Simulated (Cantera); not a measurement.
What does this Cantera script print?

```python
import numpy as np
import cantera as ct

gas_names = """
    NO2 VO2 O2
""".split()
cond_names = """
    VN(s)
""".split()


# ... load() reads the species with a 1 bar reference pressure and builds the phases ...
species = {s.name: s for s in load("nasa_gas.yaml", gas_names) + load("nasa_condensed.yaml", cond_names)}
# Each term lists the table entries of one substance; the one whose range holds T is used.
reactions = {
    'NO2(g) + VO2(g) = VN + 2 O2(g)':
        [(-1, ['NO2']), (-1, ['VO2']), (1, ['VN(s)']), (2, ['O2'])],
}


def pick(names, T):
    return next(species[n] for n in names if species[n].thermo.min_temp <= T <= species[n].thermo.max_temp)


results = []
for label, terms in reactions.items():
    print(label)
    print("     T/K   dH/kJ  dS/(J/K)   dG/kJ   log10 K")
    for T in [648, 848, 1048, 1248, 1448, 1648, 1848, 2048]:
        used = [(nu, pick(names, T)) for nu, names in terms]
        dH = sum(nu * s.thermo.h(T) for nu, s in used) / 1e6
        dS = sum(nu * s.thermo.s(T) for nu, s in used) / 1e3
        dG = dH - T * dS / 1e3
        logK = -dG * 1e6 / (ct.gas_constant * T * np.log(10))
        results.append((label, T, dH, dS, dG, logK, [s.name for _, s in used]))
        print(f"{T:8g} {dH:8.1f} {dS:8.1f} {dG:8.1f} {logK:8.2f}")
```

Output:

```
NO2(g) + VO2(g) = VN + 2 O2(g)
     T/K   dH/kJ  dS/(J/K)   dG/kJ   log10 K
     648    -13.6    -46.3     16.5    -1.33
     848    -10.8    -42.6     25.3    -1.56
    1048     -7.9    -39.6     33.5    -1.67
    1248     -4.8    -36.8     41.2    -1.72
    1448     -1.2    -34.2     48.3    -1.74
    1648      2.6    -31.7     54.9    -1.74
    1848      6.9    -29.3     61.0    -1.72
    2048     11.5    -26.9     66.6    -1.70
```

Cantera with NASA thermochemical tables; ideal gases at 1 bar, condensed phases pure. VN: taken at fixed stoichiometry. Condensed species are held in their standard states even where they would react or evaporate.
